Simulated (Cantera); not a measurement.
A closed system holds: 1 mol MgO, 0.13 mol I₂, at 101000 Pa.

Equilibrium computed with Cantera from the NASA thermochemical tables; the gas is ideal and each condensed phase is pure. Candidate condensed phases: I₂, Mg, MgI₂, MgO; 10 gas species. Rates play no part. All values below are at 1300 K.

Base state: I₂ 0.628, I 0.372 (mole fractions); condensed: MgO(s).

**Question.** What changes in the equilibrium state with this change: pressure from 101000 Pa to 13000 Pa?

**Answer.** 
```json
[
 {"species": "I", "before": "0.372", "after": "0.708"},
 {"species": "I₂", "before": "0.628", "after": "0.292"},
 {"species": "MgO(s), mol", "before": "1.00", "after": "1.00"}
]
```
